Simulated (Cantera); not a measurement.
## SiCl4 + Cl2 + H2 (silicon epitaxy and polysilicon growth)

Charge: 1 mol SiCl4, 0.067 mol Cl2, 95 mol H2, held at 250 Pa.

Cantera equilibrium calculation (NASA polynomials, part measured and part estimated; ideal gas, pure solids and liquids). Candidate condensed phases: Si; 19 gas species. The tables' values for SiCl3, SiCl are old estimates; treat these amounts as uncertain. Gases not in the tables: Si2H6 and higher silanes. Kinetics and transport are ignored.

```csv
T (°C),x H2,x HCl,x H,x SiCl4,n Si(s),n Si(l)
625,0.981,0.0104,2.17e-9,0.00663,0.161,0
775,0.967,0.0289,1.52e-7,0.00185,0.562,0
925,0.961,0.0355,3.73e-6,7.53e-5,0.672,0
1075,0.961,0.0352,4.54e-5,3.23e-6,0.644,0
1225,0.961,0.0345,0.000337,2.51e-7,0.610,0
1375,0.960,0.0339,0.00174,3.10e-8,0.570,0
1525,0.953,0.0343,0.00688,4.97e-9,0,0.475
```
x: gas mole fraction; n: condensed amount in mol.

From 625 °C to 1375 °C the condensed part is Si(s). At 1525 °C the condensed part is Si(l). The main Si-bearing gas is SiCl4 at 625 °C and SiCl2 at 1525 °C. The share of Si in condensed phases is highest at 925 °C (67.2 %) and lowest at 625 °C (16.1 %).
